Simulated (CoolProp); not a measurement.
Vapour-liquid equilibrium of diethyl ether (1) + methanol (2) at 92.15 °C; x and y are mole fractions of (1).

Values from CoolProp's multi-fluid Helmholtz-energy mixture model, Thol 2014 and de Reuck 1993; pair parameters Bell 2016.

```csv
x,bubble pressure (MPa),y at the bubble point,dew pressure at overall composition x (MPa),liquid density (mol/L)
0.05,0.3228,0.178,0.2868,20.99
0.125,0.3812,0.340,0.3070,19.06
0.2,0.4258,0.440,0.3299,17.40
0.275,0.4599,0.509,0.3559,15.96
0.35,0.4860,0.561,0.3855,14.69
0.425,0.5065,0.604,0.4188,13.59
0.5,0.5228,0.642,0.4554,12.61
0.575,0.5360,0.680,0.4929,11.75
0.65,0.5465,0.718,0.5258,10.98
0.725,0.5541,0.761,0.5479,10.30
0.8,0.5584,0.810,0.5579,9.695
0.875,0.5584,0.868,0.5581,9.155
0.95,0.5526,0.940,0.5514,8.672
```

y crosses x between x = 0.8 and 0.875: the model has an azeotrope there.

Pair parameters are fitted to limited data, so mixtures are less certain than the pure fluids.
